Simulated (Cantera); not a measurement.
Cantera run:

```python
import numpy as np
import cantera as ct

gas_names = """
    C CH CH2 CH3 CH2OH CH3O CH4 CH3OH CN CO CO2 COOH C2 C2H CHCO,ketyl C2H2,acetylene C2H2,vinylidene
    CH2CO,ketene C2H3,vinyl CH3CN CH3CO,acetyl C2H4 C2H4O,ethylen CH3CHO,ethanal CH3COOH (HCOOH)2 C2H5
    C2H6 CH3OCH3 C2H5OH CCN CNC C2N2 C2O C3 C3H3,propargyl C3H4,allene C3H4,propyne C3H4,cyclo-
    C3H5,allyl C3H6,propylene C3H6,cyclo- C3H6O C3H7,n-propyl C3H7,i-propyl C3H8 C3H8O,1propanol
    C3H8O,2propanol C3O2 C4 C4H2 C4H4,1,3-cyclo- C4H6,butadiene C4H6,2-butyne C4H6,cyclo- C4H8,1-butene
    C4H8,cis2-buten C4H8,tr2-butene C4H8,isobutene C4H8,cyclo- (CH3COOH)2 C4H9,n-butyl C4H9,i-butyl
    C4H9,s-butyl C4H9,t-butyl C4H10,isobutane C4H10,n-butane C4N2 C5 C5H6,1,3cyclo- C5H8,cyclo-
    C5H10,1-pentene C5H10,cyclo- C5H11,pentyl C5H11,t-pentyl C5H12,n-pentane C5H12,i-pentane
    CH3C(CH3)2CH3 C6H2 C6H5,phenyl C6H5O,phenoxy C6H6 C6H5OH,phenol C6H10,cyclo- C6H12,1-hexene
    C6H12,cyclo- C6H13,n-hexyl C7H7,benzyl C7H8 C7H8O,cresol C7H14,1-heptene C7H15,n-heptyl
    C7H16,n-heptane C8H8,styrene C8H10,ethylbenz C8H16,1-octene C8H17,n-octyl C8H18,isooctane
    C8H18,n-octane C9H19,n-nonyl C10H8,naphthale C10H21,n-decyl C12H9,o-bipheny C12H10,bipheny H HCN HCO
    HCCN HNC HNCO HNO HNO2 HNO3 HO2 H2 HCHO,formaldehy HCOOH H2O H2O2 N NCO NH NH2 NH3 NH2OH NO NO2 NO3
    N2 N2H2 N2H4 N2O O OH O2 O3 Si SiC SiC2 SiC4H12 SiH SiH2 SiH3 SiH4 SiN SiO SiO2 Si2 Si2C Si2N Si3
""".split()
cond_names = """
    C(gr) C6H6(L) C7H8(L) C8H18(L),n-octa H2O(s) H2O(L) Si(cr) Si(L) SiC(b) SiO2(Lqz) SiO2(hqz) SiO2(L)
    Si2N2O(s) Si3N4(a)
""".split()


def load(file, names, dense=False):
    # The tables refer to 1 bar. Condensed volumes are neglected.
    table = {s.name: s for s in ct.Species.list_from_file(file)}
    out = []
    for n in names:
        d = dict(table[n].input_data)
        d["thermo"] = dict(d["thermo"], **{"reference-pressure": 1e5})
        if dense:
            d["equation-of-state"] = {"model": "constant-volume", "density": "1e6 g/cm^3"}
        out.append(ct.Species.from_dict(d))
    return out


gas = ct.Solution(thermo="ideal-gas", species=load("nasa_gas.yaml", gas_names))
cond = {s.name: ct.Solution(thermo="fixed-stoichiometry", species=[s], name=s.name)
        for s in load("nasa_condensed.yaml", cond_names, dense=True)}
atoms = {
    'SiO2': {'Si': 1, 'O': 2},
    'CH4': {'C': 1, 'H': 4},
    'N2': {'N': 2},
    'CO': {'C': 1, 'O': 1},
}
top_T = {'C(gr)': 4500, 'SiC(b)': 3050, 'Si2N2O(s)': 2100, 'Si3N4(a)': 2400}  # K; cautious upper limits of use, not melting points


def equilibrate(T, P, feed):
    n = {}
    for name, mol in feed.items():
        for a, k in atoms[name].items():
            n[a] = n.get(a, 0.0) + k * mol
    gas.TPX = T, P, n
    mass = sum(n.values()) * gas.mean_molecular_weight
    gas.equilibrate("TP")
    valid = [c for c in cond.values() if c.min_temp <= T <= top_T.get(c.name, c.max_temp)]
    mix = ct.Mixture([(gas, mass / gas.mean_molecular_weight)] + [(c, 0.0) for c in valid])
    mix.T, mix.P = T, P
    mix.equilibrate("TP", solver="vcs", rtol=1e-11, max_steps=5000)
    return mix


results = []
feed = {'SiO2': 1, 'CH4': 2.5, 'N2': 2, 'CO': 0.77}  # mol
P = 10000  # Pa
for T in [1073, 1123, 1173, 1223, 1273, 1323, 1373, 1423, 1473, 1523, 1573, 1623, 1673]:
    mix = equilibrate(T, P, feed)
    results.append((T, P, feed, dict(zip(mix.species_names, mix.species_moles))))

top = {s: max(r[3][s] / sum(r[3][g] for g in gas_names) for r in results) for s in gas_names}
cols = sorted((s for s in top if top[s] > 1e-05), key=lambda s: -top[s])[:9]
seen = [c for c in cond_names if any(r[3].get(c, 0) > 1e-12 for r in results)]
print("log10 of partial pressures in bar; condensed amounts in mol")
print(f"{'T/K':>10s}" + "".join(f"{s[:9]:>10s}" for s in cols + seen))
for T, P, feed, n in results:
    ng = sum(n[g] for g in gas_names)
    print(f"{T:10.4g}" + "".join(f"{np.log10(max(n[s] / ng * P / 1e5, 1e-99)):10.3f}" for s in cols)
          + "".join(f"{n.get(c, 0):10.4g}" for c in seen))
```

It prints:

```
log10 of partial pressures in bar; condensed amounts in mol
       T/K        H2        CO        N2       CH4       SiO       HCN       H2O         H       CO2     C(gr)    SiC(b) SiO2(hqz) Si2N2O(s)
      1073    -1.193    -2.007    -1.588    -3.724   -13.442    -6.203    -4.087    -8.450    -4.866     2.493         0         1         0
      1123    -1.193    -2.006    -1.589    -3.918   -11.958    -5.915    -4.379    -7.967    -5.230     2.494         0         1         0
      1173    -1.192    -2.005    -1.589    -4.095   -10.602    -5.651    -4.647    -7.525    -5.564     2.496         0         1         0
      1223    -1.192    -2.004    -1.589    -4.259    -9.358    -5.410    -4.893    -7.118    -5.870     2.497         0         1         0
      1273    -1.194    -1.970    -1.597    -4.416    -8.247    -5.192    -5.089    -6.744    -6.083     2.429         0    0.9548   0.02259
      1323    -1.220    -1.725    -1.680    -4.608    -7.437    -5.042    -5.080    -6.410    -5.853     1.703         0    0.4701     0.265
      1373    -1.244    -1.587    -1.767    -4.787    -6.725    -4.907    -5.161    -6.100    -5.817    0.9982         0         0       0.5
      1423    -1.244    -1.587    -1.767    -4.908    -6.170    -4.730    -5.342    -5.800    -6.040    0.9977         0         0       0.5
      1473    -1.244    -1.587    -1.767    -5.021    -5.653    -4.566    -5.510    -5.520    -6.246    0.9971         0         0    0.4999
      1523    -1.244    -1.587    -1.767    -5.126    -5.171    -4.412    -5.667    -5.258    -6.439    0.9963         0         0    0.4997
      1573    -1.244    -1.587    -1.767    -5.225    -4.720    -4.269    -5.815    -5.013    -6.619    0.9954         0         0    0.4992
      1623    -1.245    -1.588    -1.767    -5.318    -4.298    -4.134    -5.953    -4.783    -6.787    0.9949         0         0    0.4978
      1673    -1.277    -1.561    -1.712    -5.517    -3.893    -4.043    -6.041    -4.582    -6.844         0    0.6644         0    0.1618
```

Cantera equilibrium calculation (NASA polynomials, part measured and part estimated; ideal gas, pure solids and liquids). N2 is the only nitrogen source here; it is nearly inert below about 1500 K, so the nitride shown seldom forms there in practice. Mutual solubility and eutectic melting of coexisting phases are not modelled. The tables hold silica as quartz up to 1696 K and as liquid above; real silica turns to tridymite and cristobalite and melts near 1996 K.
